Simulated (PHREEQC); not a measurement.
Consider water at 85 °C with 0.0029 mol NaHCO3 and 0.002 mol NH3 per kg of water. Closed to the air; pH follows from the charge balance.

Computed with PHREEQC (ion-association model, phreeqc.dat).

Precipitation was switched off in this run.

Question: Order these C species by the share of C that they hold, largest first: CO3-2, HCO3-, CO2, NaCO3-.

Answer: HCO3- (94 %), CO3-2 (3.3 %), NaCO3- (1.7 %), CO2 (0.52 %)

The pH is 8.58 and the ionic strength 0.00320 mol/kgw. Complexes and solids missing from the database can't appear. Constants without temperature data keep their 25 °C values here.
